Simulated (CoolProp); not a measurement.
The fluid at 250.34 K and 6.24 MPa flows at 7.4 m/s in a round tube of 4.6 mm bore and 0.25 µm roughness, fully developed (64/Re and Nu = 3.66 if laminar; Colebrook and Gnielinski if turbulent). The same conditions are run with several fluids, on thermodynamics alone (safety and materials aside).

Values from CoolProp's reference Helmholtz-energy equation of state of each fluid (ethane: Bücker 2006; isobutane: Bücker 2006; sulfur hexafluoride: Guder 2009; R13: Platzer 1990; R227EA: Lemmon 2016). The equations of Platzer and Polt are older, rougher fits.

Question: Rank ethane, isobutane, sulfur hexafluoride, R13, R227EA by Reynolds number, highest first.

Answer: R13 (288000), sulfur hexafluoride (196000), ethane (184000), R227EA (109000), isobutane (74400)

| fluid | Darcy friction factor | pressure drop (Pa/m) | heat-transfer coefficient (W/(m² K)) | mass flow (kg/h) |
|---|---|---|---|---|
| ethane | 0.0163 | 44700 | 14300 | 204 |
| isobutane | 0.0194 | 70800 | 10100 | 271 |
| sulfur hexafluoride | 0.0161 | 168000 | 12900 | 773 |
| R13 | 0.0151 | 118000 | 12800 | 578 |
| R227EA | 0.0180 | 170000 | 10600 | 703 |

Transport values come from each fluid's own correlations; those of R13, R227EA are estimates that may be off by 10 % or more.
